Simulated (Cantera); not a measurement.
Feed: 1 mol CaO, 2.6 mol F2, held at 10.0 mbar.

Equilibrium computed with Cantera from the NASA thermochemical tables; the gas is ideal and each condensed phase is pure. Candidate condensed phases: Ca, CaF2, CaO; 13 gas species. Rates play no part. All values below are at 1873 K.

Base state: F 0.790, O2 0.123, CaF2 0.0861, O 0.000829, F2 5.78e-5, FO 1.23e-5 (mole fractions); condensed: CaF2(l).

### Question
What changes in the equilibrium state with this change: pressure from 10.0 mbar to 0.530 bar?

### Answer
```
species         before     after
------------  --------  --------
F                0.790     0.859
O2               0.123     0.135
F2             5.78e-5   0.00362
CaF2            0.0861   0.00163
FO2            1.58e-7   1.00e-5
FO             1.23e-5  0.000102
O             0.000829  0.000119
CaF2(l), mol     0.651     0.994
```
